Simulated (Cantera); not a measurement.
A freely propagating, adiabatic, planar premixed flame of CH4 : O2 : N2 : H2 = 1 : 2.35 : 8.85 : 0.051 (molar parts), unburnt at 300 K and 760 Torr; mixture-averaged transport, grid criteria slope 0.08 and curve 0.16, no radiation.

Computed with Cantera and GRI-Mech 3.0 (53 species, 325 reactions). Burning velocities carry a grid error of a few per cent, more on coarse grids.

Problem. Predict: laminar burning velocity; thermal thickness; peak x(C2H4); peak x(OH); peak x(C2H6).

Solution. 
```
Quantity                     Result
------------------------  ---------
laminar burning velocity  32.8 cm/s
thermal thickness          0.477 mm
peak x(C2H4)               0.000265
peak x(OH)                  0.00667
peak x(C2H6)               0.000611
```
